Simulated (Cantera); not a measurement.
What does this Cantera script print?

```python
import numpy as np
import cantera as ct

gas = ct.Solution("SiF4_NH3_mec.yaml", "gas")
gas.TPX = 2248, 15000, {'NH3': 1, 'H2': 5.6}
inlet = ct.Reservoir(gas, clone=True)

reactor = ct.IdealGasConstPressureReactor(gas, energy="off", clone=False)
exhaust = ct.Reservoir(gas, clone=True)
tau = [8.6, 2.3, 0.61, 0.16, 0.044, 0.012, 0.0031, 0.00084, 0.00022][0]
for a, b in ((inlet, reactor), (reactor, exhaust)):
    ct.MassFlowController(a, b, mdot=lambda t: reactor.mass / tau)
net = ct.ReactorNet([reactor])
show = ['NH3', 'H2', 'N2H4', 'N2H2', 'NH2', 'H']

rows = []
print(f"{'tau/s':>10s}{'T/K':>9s}" + "".join(f"{s:>11s}" for s in show))
for tau in [8.6, 2.3, 0.61, 0.16, 0.044, 0.012, 0.0031, 0.00084, 0.00022]:
    net.initial_time = 0.0
    net.advance(30 * tau)
    before = gas.X
    net.advance(40 * tau)
    drift = np.max(np.abs(gas.X - before) / (gas.X + 1e-9))
    rows.append([gas.T, *gas[show].X, drift])
    print(f"{tau:10.3e}{gas.T:9.1f}" + "".join(f"{x:11.3e}" for x in gas[show].X))
```

It prints:

```
     tau/s      T/K        NH3         H2       N2H4       N2H2        NH2          H
 8.600e+00   2248.0  1.969e-04  9.169e-01  1.648e-12  1.466e-09  1.195e-05  1.778e-02
 2.300e+00   2248.0  4.429e-04  9.180e-01  7.097e-12  6.001e-09  2.478e-05  1.643e-02
 6.100e-01   2248.0  1.679e-03  9.222e-01  4.902e-11  3.250e-08  6.502e-05  1.142e-02
 1.600e-01   2248.0  1.455e-02  9.214e-01  6.112e-10  2.079e-07  2.290e-04  4.639e-03
 4.400e-02   2248.0  5.116e-02  9.023e-01  2.882e-09  6.770e-07  4.970e-04  2.804e-03
 1.200e-02   2248.0  1.013e-01  8.744e-01  6.863e-09  1.348e-06  7.667e-04  2.118e-03
 3.100e-03   2248.0  1.356e-01  8.553e-01  9.253e-09  1.653e-06  8.902e-04  1.797e-03
 8.400e-04   2248.0  1.478e-01  8.487e-01  7.405e-09  1.153e-06  7.963e-04  1.462e-03
 2.200e-04   2248.0  1.509e-01  8.479e-01  1.927e-09  1.896e-07  4.062e-04  7.286e-04
```

Cantera simulation using the gas-phase N/H chemistry of the illustrative SiF4/NH3 mechanism in the Surface Chemkin manual (1991); the numbers are that mechanism's predictions, not measurements. Walls and surfaces, which speed up NH3 decomposition in real reactors, are not modelled.
